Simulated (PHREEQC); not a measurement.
Solution (25 °C): 0.075 mol/kgw HF, 0.0001 mol/kgw NH4HF2, 0.0015 mol/kgw H4SiO4 and 0.083 mol/kgw HCl. Closed to the air; pH follows from the charge balance.

Computed with PHREEQC (ion-association model, phreeqc.dat).

This is a speciation only: nothing precipitates in the calculation.

**Question.** Order these F species by the share of F that they hold, largest first: F-, HF, SiF6-2, HF2-.

**Answer.** HF (86 %), SiF6-2 (12 %), F- (1.1 %), HF2- (0.53 %)

The pH is 1.14 and the ionic strength 0.0885 mol/kgw. SiF6-2 is the database's only silicon fluoride.
